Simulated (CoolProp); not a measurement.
Vapour pressure (bar) of the fluoroketone C6F12O (FK-5-1-12): the reference equation beside estimates from Tc = 168.7 °C, pc = 18.69 bar, ω = 0.471. Clausius-Clapeyron is anchored at -10.05 °C with a constant enthalpy of vaporisation of 32.94 kJ/mol.

Values from CoolProp's reference Helmholtz-energy equation of state, McLinden 2015.

```
T (°C)  reference  Clausius-Clapeyron  van der Waals  Soave-Redlich-Kwong  Peng-Robinson
------  ---------  ------------------  -------------  -------------------  -------------
-53.75   0.002949            0.003567         0.4958             0.003184       0.003622
-39.25    0.01006             0.01093         0.7574              0.01051        0.01156
-24.65    0.02888             0.02956          1.107              0.02954        0.03165
-10.05    0.07162             0.07162          1.554              0.07232        0.07587
4.45       0.1567              0.1573          2.108               0.1572         0.1622
19.05      0.3125              0.3209          2.787               0.3124         0.3181
33.65      0.5741              0.6119          3.596               0.5738         0.5783
48.25      0.9854               1.100          4.546               0.9861         0.9862
62.75       1.592               1.873          5.637                1.597          1.589
77.35       2.461               3.062          6.892                2.477          2.454
91.95       3.652               4.812          8.311                3.688          3.645
106.45      5.226               7.284          9.888                5.292          5.228
121.05      7.282               10.72          11.65                7.392          7.306
135.65      9.906               15.35          13.60                10.06          9.964
```

Absolute difference from the reference over all 14 rows, mean and median: Clausius-Clapeyron 19.2 and 14.6 %, van der Waals 2401.2 and 443.9 %, Soave-Redlich-Kwong 1.6 and 1.0 %, Peng-Robinson 4.4 and 0.7 %.
